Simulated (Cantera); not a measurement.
What does this Cantera script print?

```python
import numpy as np
import cantera as ct

gas = ct.Solution("gri30.yaml")
gas.TPX = 1375, 1300000, {'CH3OH': 1, 'O2': 0.59, 'N2': 2.82, 'H2O': 0.52}
reactor = ct.IdealGasConstPressureReactor(gas, energy="on", clone=False)
net = ct.ReactorNet([reactor])
net.rtol, net.atol = 1e-08, 1e-16
show = ['CH3OH', 'O2', 'H2O', 'C2H4', 'C2H2', 'O', 'NO2']
times = np.geomspace(7e-06, 3, 13)

steps = ct.SolutionArray(gas, extra=["t"])
rows = []
print(f"{'t/s':>10s}{'T/K':>9s}{'P/Pa':>11s}" + "".join(f"{s:>11s}" for s in show))
for t in times:
    while net.time < t:
        t_next = net.step()
        steps.append(gas.state, t=t_next)
    rows.append([np.interp(t, steps.t, y) for y in (steps.T, steps.P, *steps(*show).X.T)])
    print(f"{t:10.3e}{rows[-1][0]:9.1f}{rows[-1][1]:11.4g}" + "".join(f"{x:11.3e}" for x in rows[-1][2:]))
rate = np.gradient(steps.T, steps.t)
print("integrator steps:", len(steps.t))
if steps.T.max() > steps.T[0] + 200:
    print(f"time of steepest temperature rise: {steps.t[rate.argmax()]:.4e} s")
gas.TPX = 1375, 1300000, {'CH3OH': 1, 'O2': 0.59, 'N2': 2.82, 'H2O': 0.52}
gas.equilibrate("HP")
print(f"equilibrium (HP): T = {gas.T:.1f} K  " + "  ".join(f"{s} {gas[s].X[0]:.3e}" for s in show))
```

It prints:

```
       t/s      T/K       P/Pa      CH3OH         O2        H2O       C2H4       C2H2          O        NO2
 7.000e-06   1375.0    1.3e+06  2.027e-01  1.196e-01  1.055e-01  8.262e-10  1.199e-12  1.194e-09  4.539e-17
 2.063e-05   1375.1    1.3e+06  2.022e-01  1.194e-01  1.057e-01  2.301e-09  3.604e-12  2.293e-09  1.897e-15
 6.078e-05   1411.8    1.3e+06  1.745e-01  1.064e-01  1.196e-01  9.262e-09  2.501e-11  1.269e-07  1.380e-12
 1.791e-04   2160.5    1.3e+06  6.129e-09  1.429e-07  2.337e-01  9.839e-09  1.570e-06  2.286e-07  5.453e-12
 5.278e-04   2160.7    1.3e+06  1.925e-09  1.256e-07  2.337e-01  2.846e-09  4.562e-07  2.071e-07  4.130e-12
 1.555e-03   2160.7    1.3e+06  8.641e-11  1.257e-07  2.337e-01  7.454e-11  1.198e-08  2.074e-07  4.803e-12
 4.583e-03   2160.7    1.3e+06  1.862e-11  1.257e-07  2.337e-01  1.139e-14  1.834e-12  2.074e-07  5.586e-12
 1.350e-02   2160.7    1.3e+06  1.862e-11  1.257e-07  2.337e-01  9.744e-15  1.570e-12  2.074e-07  7.395e-12
 3.979e-02   2160.6    1.3e+06  1.862e-11  1.257e-07  2.337e-01  9.745e-15  1.570e-12  2.074e-07  1.221e-11
 1.173e-01   2160.6    1.3e+06  1.862e-11  1.257e-07  2.337e-01  9.749e-15  1.571e-12  2.073e-07  2.097e-11
 3.455e-01   2160.6    1.3e+06  1.862e-11  1.257e-07  2.337e-01  9.751e-15  1.571e-12  2.073e-07  2.510e-11
 1.018e+00   2160.6    1.3e+06  1.862e-11  1.257e-07  2.337e-01  9.751e-15  1.571e-12  2.073e-07  2.519e-11
 3.000e+00   2160.6    1.3e+06  1.862e-11  1.257e-07  2.337e-01  9.751e-15  1.571e-12  2.073e-07  2.519e-11
integrator steps: 2009
time of steepest temperature rise: 6.8055e-05 s
equilibrium (HP): T = 2160.6 K  CH3OH 1.903e-11  O2 1.257e-07  H2O 2.337e-01  C2H4 1.083e-14  C2H2 1.744e-12  O 2.073e-07  NO2 2.519e-11
```

Model: GRI-Mech 3.0 (53 species, 325 reactions), integrated in Cantera. GRI-Mech 3.0 was tuned for natural gas; its chemistry of methanol as a main component is partial and can be far from experiment. The pressure lies above the range GRI-Mech 3.0 was tuned for (to about 10 atm).
